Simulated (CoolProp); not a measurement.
A Linde-Hampson liquefier for dry air: isothermal reversible compression at 290 K from 1 atm to 40 MPa, throttling to 1 atm, return gas leaving the recuperator 0 K below the feed. Each further row changes one setting.

The numbers come from the reference Helmholtz-energy equation of state, Lemmon 2000 in CoolProp. It is a pseudo-pure fit of the blend.

```json
[
 {"case": "as stated", "liquid yield per pass": "[?]", "compression work (kJ/kg of gas)": "501"},
 {"case": "high pressure 80 MPa", "liquid yield per pass": "0.086", "compression work (kJ/kg of gas)": "[?]"},
 {"case": "warm-end temperature 320 K", "liquid yield per pass": "0.086", "compression work (kJ/kg of gas)": "[?]"},
 {"case": "warm-end gap 5 K", "liquid yield per pass": "[?]", "compression work (kJ/kg of gas)": "501"}
]
```

**Question.** What belongs in the gaps?

**Answer.** 
- as stated, liquid yield per pass: 0.116
- high pressure 80 MPa, compression work (kJ/kg of gas): 582
- warm-end temperature 320 K, compression work (kJ/kg of gas): 557
- warm-end gap 5 K, liquid yield per pass: 0.106
